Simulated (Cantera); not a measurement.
A freely propagating, adiabatic, planar premixed flame of H₂ : O₂ : N₂ : H₂O = 1 : 0.172 : 0.648 : 0.53 (molar parts), equivalence ratio 2.9, unburnt at 700 K and 0.760 bar; mixture-averaged transport, grid criteria slope 0.08 and curve 0.16, no radiation.

Detailed kinetics in Cantera: the H2/O2 subset of GRI-Mech 3.0, which has no nitrogen chemistry. Burning velocities carry a grid error of a few per cent, more on coarse grids.

x: mole fraction of selected species; z is measured from the peak of heat release.

| z (mm) | T (K) | u (m/s) | x H₂ | x O₂ | x H₂O | x OH | x HO₂ | x O |
|---|---|---|---|---|---|---|---|---|
| -1.95 | 700 | 6.73 | 0.426 | 0.0732 | 0.226 | <1e-8 | <1e-8 | <1e-8 |
| -1.30 | 700 | 6.73 | 0.426 | 0.0732 | 0.226 | <1e-8 | <1e-8 | <1e-8 |
| -0.975 | 700 | 6.73 | 0.426 | 0.0732 | 0.226 | <1e-8 | 1.14e-7 | <1e-8 |
| -0.650 | 700 | 6.73 | 0.425 | 0.0732 | 0.226 | <1e-8 | ___ | ___ |
| -0.325 | 734 | 7.00 | 0.419 | 0.0727 | 0.230 | 4.58e-5 | 0.000237 | 1.30e-5 |
| -0.163 | 888 | 8.33 | 0.397 | 0.0668 | 0.249 | 0.000247 | 0.000169 | 0.000134 |
| 0 | ___ | 10.5 | ___ | ___ | ___ | ___ | ___ | ___ |
| 0.163 | 1328 | 12.1 | 0.303 | 0.0205 | 0.350 | 0.00121 | 2.79e-5 | 0.000870 |
| 0.325 | 1423 | 13.0 | 0.282 | 0.00621 | 0.378 | 0.00145 | 7.80e-6 | 0.000486 |
| 0.650 | 1501 | 13.6 | 0.278 | 0.000658 | 0.391 | 0.00151 | 7.83e-7 | 0.000201 |
| 1.30 | 1570 | 14.2 | 0.283 | 8.62e-5 | 0.394 | 0.00139 | 1.15e-7 | 0.000116 |
| 2.60 | 1630 | 14.7 | 0.289 | 3.84e-5 | 0.396 | 0.00111 | 5.63e-8 | 6.03e-5 |
| 5.20 | 1675 | 15.0 | 0.293 | 1.67e-5 | 0.398 | 0.000790 | 2.68e-8 | 2.64e-5 |

What belongs in the gaps?


- -0.650, x HO₂: 6.17e-6
- -0.650, x O: 1.29e-8
- 0, T (K): 1138
- 0, x H₂: 0.351
- 0, x O₂: 0.0475
- 0, x H₂O: 0.295
- 0, x OH: 0.000631
- 0, x HO₂: 7.85e-5
- 0, x O: 0.000675
